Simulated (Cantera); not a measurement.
Feed: 1 mol CuF₂, 36 mol H₂, at 1427 °C and 2.90 Pa.

Cantera equilibrium calculation (NASA polynomials, part measured and part estimated; ideal gas, pure solids and liquids). Candidate condensed phases: Cu, CuF₂; 15 gas species. The numbers say what is thermodynamically allowed, not how fast it happens.

Base state: H₂ 0.896, HF 0.0519, Cu 0.0260, H 0.0259 (mole fractions); condensed: gas only.

Task: What changes in the equilibrium state with this change: temperature from 1427 °C to 1850 °C?

Result: 
```json
[
 {"species": "H₂", "before": "0.896", "after": "0.478"},
 {"species": "H", "before": "0.0259", "after": "0.461"},
 {"species": "HF", "before": "0.0519", "after": "0.0405"},
 {"species": "Cu", "before": "0.0260", "after": "0.0202"},
 {"species": "F", "before": "1.47e-7", "after": "2.57e-5"}
]
```

Task: What changes in the equilibrium state with this change: H₂ from 36 to 0.4 mol?

Result: 
| species | before | after |
|---|---|---|
| CuF | 5.79e-6 | 0.490 |
| HF | 0.0519 | 0.403 |
| F | 1.47e-7 | 0.0940 |
| H₂ | 0.896 | <1e-9 |
| CuF₂ | <1e-9 | 0.0101 |
| H | 0.0259 | 3.14e-7 |
| Cu | 0.0260 | 0.00344 |
